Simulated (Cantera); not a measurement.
A closed system holds: 1 mol CS2, 9.1 mol H2O, 0.2 mol N2, equilibrated at 0.00190 bar.

Cantera equilibrium calculation (NASA polynomials, part measured and part estimated; ideal gas, pure solids and liquids). Candidate condensed phases: C, C6H6, C7H8, C8H18, H2O, H2SO4, S; 150 gas species. Equilibrium is a limit: real reactors are often held back by kinetics, nucleation or transport. All values below are at 2102 °C.

Base state: H2O 0.297, H2 0.255, H 0.163, SO2 0.0766, CO 0.0597, SO 0.0543, OH 0.0339, O 0.0146 (mole fractions); condensed: gas only.

Task: What changes in the equilibrium state with this change: N2 from 0.2 to 4.3 mol?

Result: 
| species | before | after |
|---|---|---|
| N2 | 0.0141 | 0.233 |
| H2O | 0.297 | 0.218 |
| H2 | 0.255 | 0.192 |
| CO2 | 0.0119 | 0.00885 |
| SO2 | 0.0766 | 0.0575 |
| CO | 0.0597 | 0.0456 |
| SO | 0.0543 | 0.0420 |
| S | 0.0103 | 0.00819 |
| OH | 0.0339 | 0.0286 |
| H | 0.163 | 0.142 |
| O | 0.0146 | 0.0142 |
| NO | 0.000448 | 0.00177 |
| H2S | 4.94e-5 | 2.97e-5 |
| S2 | 0.000315 | 0.000200 |
| SH | 0.00129 | 0.000893 |
| O2 | 0.00707 | 0.00666 |
